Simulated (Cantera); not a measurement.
Input: 1 mol Si, 2 mol H2, 0.77 mol HCl, held at 1598 K and 0.133 bar.

Cantera equilibrium calculation (NASA polynomials, part measured and part estimated; ideal gas, pure solids and liquids). Candidate condensed phases: Si; 19 gas species. The tables' values for SiCl3, SiCl are old estimates; treat these amounts as uncertain. Equilibrium is a limit: real reactors are often held back by kinetics, nucleation or transport.

Base state: H2 0.801, HCl 0.125, SiCl2 0.0671, SiCl3 0.00472, SiCl4 0.000822, SiHCl3 0.000756, H 0.000131, SiH2Cl2 0.000116 (mole fractions); condensed: Si(s).

Problem. What changes in the equilibrium state with this change: HCl from 0.77 to 2.3 mol?

Solution. 
| species | before | after |
|---|---|---|
| H2 | 0.801 | 0.657 |
| HCl | 0.125 | 0.170 |
| SiCl2 | 0.0671 | 0.151 |
| SiCl3 | 0.00472 | 0.0159 |
| SiCl4 | 0.000822 | 0.00415 |
| SiHCl3 | 0.000756 | 0.00231 |
| SiH2Cl2 | 0.000116 | 0.000214 |
| Cl | 1.61e-5 | 2.41e-5 |
| SiCl | 1.19e-5 | 1.79e-5 |
| Si(s), mol | 0.797 | 0.266 |

Problem. What changes in the equilibrium state with this change: 0.28 mol NH3 added?

Solution. 
```tsv
species	before	after
H2	0.801	0.822
HCl	0.125	0.115
SiCl2	0.0671	0.0557
N2	0	0.00217
SiCl4	0.000822	0.000566
SiCl3	0.00472	0.00357
SiHCl3	0.000756	0.000579
Si(s), mol	0.797	0.607
Si3N4(s), mol	0	0.0665
```
Mutual solubility and eutectic melting of coexisting phases are not modelled. Further candidate phases: NH4Cl, Si3N4.

Problem. What changes in the equilibrium state with this change: temperature from 1598 K to 600 K?

Solution. 
```
species       before    after
----------  --------  -------
H2             0.801    0.918
SiCl4       0.000822   0.0554
SiHCl3      0.000756   0.0259
HCl            0.125  5.40e-5
SiCl2         0.0671  1.40e-9
H           0.000131    <1e-9
SiCl3        0.00472  2.35e-7
Cl           1.61e-5    <1e-9
Si(s), mol     0.797    0.790
```
